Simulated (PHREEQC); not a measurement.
Make-up at 20 °C: 0.014 mol/kgw Pb(NO3)2, 0.00013 mol/kgw KBr and 0.24 mol/kgw Na2SO4. Closed to the air; pH follows from the charge balance.

All values are PHREEQC results (ion-association model, phreeqc.dat), not measurements.

Each row changes one thing in this solution. Precipitation was switched off in this run.

| case | pH | ionic strength (mol/kgw) | Na+ (mol/kgw) | SO4-2 (mol/kgw) | NaSO4- (mol/kgw) | K+ (mol/kgw) |
|---|---|---|---|---|---|---|
| as made | 5.77 | 0.583 | 0.415 | 0.158 | 0.0652 | 0.000110 |
| Na2SO4 from 0.24 to 0.36 mol/kgw | 5.84 | 0.833 | 0.601 | 0.223 | 0.119 | 0.000106 |
| Pb(NO3)2 replaced by Ca(NO3)2 at the same molality | 7.33 | 0.597 | 0.413 | 0.165 | 0.0672 | 0.000109 |
| KBr from 0.00013 to 1.3e-05 mol/kgw | 5.77 | 0.583 | 0.415 | 0.158 | 0.0652 | 1.10e-5 |
| Pb(NO3)2 replaced by Al(NO3)3 at the same molality | 4.71 | 0.582 | 0.416 | 0.156 | 0.0644 | 0.000110 |

The ionic strength passes 0.7 mol/kgw, the rough limit of the ion-association models, in Na2SO4 from 0.24 to 0.36 mol/kgw. Species that the database lacks are ignored. Some of these states are supersaturated (in Anglesite, Gypsum, Gibbsite (slow to form), for instance).
